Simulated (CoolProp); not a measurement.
Properties of cyclohexane along the isotherm 346.85 °C.

Model: reference Helmholtz-energy equation of state, Zhou 2014, in CoolProp.

| p (MPa) | phase | density (kg/m³) | speed of sound (m/s) | Joule-Thomson coefficient (K/MPa) | expansivity (1/kK) | viscosity (µPa s) |
|---|---|---|---|---|---|---|
| 0.00645 | gas | 0.1053 | 252.0 | 4.094 | 1.615 | 13.6 |
| 0.0147 | gas | 0.2402 | 251.9 | 4.097 | 1.617 | 13.6 |
| 0.0334 | gas | 0.5463 | 251.6 | 4.104 | 1.623 | 13.6 |
| 0.0761 | gas | 1.248 | 251.0 | 4.119 | 1.636 | 13.6 |
| 0.173 | gas | 2.853 | 249.7 | 4.154 | 1.666 | 13.6 |
| 0.394 | gas | 6.585 | 246.7 | 4.235 | 1.737 | 13.7 |
| 0.896 | gas | 15.46 | 239.5 | 4.433 | 1.921 | 13.9 |
| 2.04 | gas | 38.15 | 222.0 | 4.958 | 2.486 | 14.6 |

Viscosity comes from a separate model (Tariq 2014).
